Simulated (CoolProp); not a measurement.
Vapour-liquid equilibrium of R22 (1) + R11 (2) at -2.05 °C; x and y are mole fractions of (1).

Computed with CoolProp (multi-fluid Helmholtz-energy mixture model, Kamei 1995 and Jacobsen 1992; pair parameters Bell 2016).

Q: Give the bubble pressure and the first vapour's composition at x = 0.275, 0.875, 0.95. Is there an azeotrope?

A: x = 0.275: 1.928 bar, y = 0.845; x = 0.875: 4.140 bar, y = 0.980; x = 0.95: 4.442 bar, y = 0.992. No azeotrope shows between x = 0.05 and 0.95.

Pair parameters are fitted to limited data, so mixtures are less certain than the pure fluids.
